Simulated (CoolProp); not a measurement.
Values from CoolProp's reference Helmholtz-energy equation of state, Lemmon 2005.

**Question.** Give the vapour pressure (bar), vapour density (kg/m³), enthalpy of vaporisation (kJ/kg), liquid cp (kJ/(kg K)) of saturated R125 at 237.2, 256, 287.3 K.

**Answer.** 
```tsv
T (K)	p (bar)	vapour density (kg/m³)	enthalpy of vaporisation (kJ/kg)	liquid cp (kJ/(kg K))
237.2	1.77	11.5	157	1.14
256	3.75	23.6	146	1.19
287.3	10.2	65.3	121	1.33
```
